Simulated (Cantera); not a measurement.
Cantera run:

```python
import numpy as np
import cantera as ct

gas_names = """
    B BH BH2 BH3 BN BO BO2 B2 B2O B2O2 B2O3 B3O3H3 H HBO HBO2 HNO HNO2 HNO3 HO2 H2 H2O H2O2 H3B3O6 N NH
    NH2 NH3 NH2OH NO NO2 NO3 N2 N2H2 N2H4 N2O O OH O2 O3
""".split()
cond_names = """
    B(b) B(L) BN(s) B2O3(L) B3O3H3(cr) H2O(s) H2O(L)
""".split()


# ... load() reads the species with a 1 bar reference pressure and builds the phases ...
atoms = {
    'B2O3': {'B': 2, 'O': 3},
    'H2O': {'H': 2, 'O': 1},
    'N2': {'N': 2},
}
top_T = {'BN(s)': 3200}  # K; cautious upper limits of use, not melting points


# ... equilibrate(T, P, feed) seeds the gas with the atoms and calls Mixture.equilibrate('TP', solver="vcs", rtol=1e-11, max_steps=5000) ...
results = []
P = 1333.22  # Pa
for T in [1275, 1325, 1375, 1425, 1475, 1525, 1575, 1625, 1675]:
    for m in [9.8, 16, 26, 41, 66, 110, 170]:
        feed = {'B2O3': 1, 'H2O': 0.7, 'N2': m}  # mol
        mix = equilibrate(T, P, feed)
        results.append((T, P, feed, dict(zip(mix.species_names, mix.species_moles))))

for T, P, feed, n in results:
    print(f"{T:7g} {feed['N2']:10.4g}  " + (" + ".join(c for c in cond_names if n.get(c, 0) > 1e-12) or "gas only"))
```

Result:

```
   1275        9.8  B2O3(L)
   1275         16  B2O3(L)
   1275         26  B2O3(L)
   1275         41  B2O3(L)
   1275         66  B2O3(L)
   1275        110  B2O3(L)
   1275        170  B2O3(L)
   1325        9.8  B2O3(L)
   1325         16  B2O3(L)
   1325         26  B2O3(L)
   1325         41  B2O3(L)
   1325         66  B2O3(L)
   1325        110  B2O3(L)
   1325        170  B2O3(L)
   1375        9.8  B2O3(L)
   1375         16  B2O3(L)
   1375         26  B2O3(L)
   1375         41  B2O3(L)
   1375         66  B2O3(L)
   1375        110  B2O3(L)
   1375        170  B2O3(L)
   1425        9.8  B2O3(L)
   1425         16  B2O3(L)
   1425         26  B2O3(L)
   1425         41  B2O3(L)
   1425         66  B2O3(L)
   1425        110  B2O3(L)
   1425        170  B2O3(L)
   1475        9.8  B2O3(L)
   1475         16  B2O3(L)
   1475         26  B2O3(L)
   1475         41  B2O3(L)
   1475         66  B2O3(L)
   1475        110  B2O3(L)
   1475        170  B2O3(L)
   1525        9.8  B2O3(L)
   1525         16  B2O3(L)
   1525         26  B2O3(L)
   1525         41  B2O3(L)
   1525         66  B2O3(L)
   1525        110  B2O3(L)
   1525        170  gas only
   1575        9.8  B2O3(L)
   1575         16  B2O3(L)
   1575         26  B2O3(L)
   1575         41  B2O3(L)
   1575         66  gas only
   1575        110  gas only
   1575        170  gas only
   1625        9.8  B2O3(L)
   1625         16  B2O3(L)
   1625         26  gas only
   1625         41  gas only
   1625         66  gas only
   1625        110  gas only
   1625        170  gas only
   1675        9.8  gas only
   1675         16  gas only
   1675         26  gas only
   1675         41  gas only
   1675         66  gas only
   1675        110  gas only
   1675        170  gas only
```

These are equilibrium values from Cantera (NASA tables, ideal gas, pure condensed phases), not measurements of a reactor. Gases not in the tables: H3BO3.
